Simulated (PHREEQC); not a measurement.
A made-up water analysis in mg/L, 25 °C, pH 6.52, pe 12.2:

| constituent | mg/L |
|---|---|
| Na | 1.97 |
| K | 1.52 |
| Ca | 1.26 |
| Mg | 0.365 |
| Cl | 3.38 |
| S(6) as SO4 | 1.47 |
| Alkalinity as HCO3 | 2.85 |
| Br | 0.0332 |
| N(5) as NO3 | 0.00113 |
| Ni | 0.0188 |

Valence states are taken as typed.

Computed with PHREEQC (ion-association model, wateq4f.dat).

```json
{
 "ionic_strength": "0.000257 mol/kgw",
 "charge_balance_error": "11.5 %"
}
```

```json
[
 {"species": "Cl-", "molality": "9.53e-5", "activity": "9.36e-5", "log γ": "-0.008"},
 {"species": "Na+", "molality": "8.57e-5", "activity": "8.41e-5", "log γ": "-0.008"},
 {"species": "HCO3-", "molality": "4.69e-5", "activity": "4.61e-5", "log γ": "-0.008"},
 {"species": "K+", "molality": "3.89e-5", "activity": "3.82e-5", "log γ": "-0.008"},
 {"species": "Ca+2", "molality": "3.13e-5", "activity": "2.91e-5", "log γ": "-0.032"},
 {"species": "CO2", "molality": "3.13e-5", "activity": "3.13e-5", "log γ": "0.000"},
 {"species": "SO4-2", "molality": "1.52e-5", "activity": "1.41e-5", "log γ": "-0.032"},
 {"species": "Mg+2", "molality": "1.50e-5", "activity": "1.39e-5", "log γ": "-0.032"},
 {"species": "Br-", "molality": "4.15e-7", "activity": "4.08e-7", "log γ": "-0.008"},
 {"species": "H+", "molality": "3.08e-7", "activity": "3.02e-7", "log γ": "-0.008"},
 {"species": "Ni+2", "molality": "3.03e-7", "activity": "2.81e-7", "log γ": "-0.032"},
 {"species": "CaSO4", "molality": "8.19e-8", "activity": "8.19e-8", "log γ": "0.000"},
 {"species": "MgSO4", "molality": "4.59e-8", "activity": "4.59e-8", "log γ": "0.000"},
 {"species": "OH-", "molality": "3.38e-8", "activity": "3.32e-8", "log γ": "-0.008"},
 {"species": "NO3-", "molality": "1.82e-8", "activity": "1.79e-8", "log γ": "-0.008"},
 {"species": "CaHCO3+", "molality": "1.74e-8", "activity": "1.71e-8", "log γ": "-0.008"}
]
```

This is a speciation only: nothing precipitates in the calculation. Complexes and solids missing from the database can't appear.
